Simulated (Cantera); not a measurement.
A closed system holds: 1 mol SiCl₄, 0.029 mol HCl, 35 mol H₂, held at 10.0 Torr.

Equilibrium computed with Cantera from the NASA thermochemical tables; the gas is ideal and each condensed phase is pure. Candidate condensed phases: Si; 19 gas species. Rates play no part.

What share of the Si ends up in condensed phases as a function of T (K), at 1148, 1173, 1198, 1223, 1248, 1273, 1298, 1323, 1348, 1373, 1398?


```csv
T (K),Si condensed (%),as
1148,31.2,Si(s)
1173,33.2,Si(s)
1198,34.6,Si(s)
1223,35.5,Si(s)
1248,35.9,Si(s)
1273,36.0,Si(s)
1298,35.8,Si(s)
1323,35.5,Si(s)
1348,35.1,Si(s)
1373,34.6,Si(s)
1398,34.0,Si(s)
```
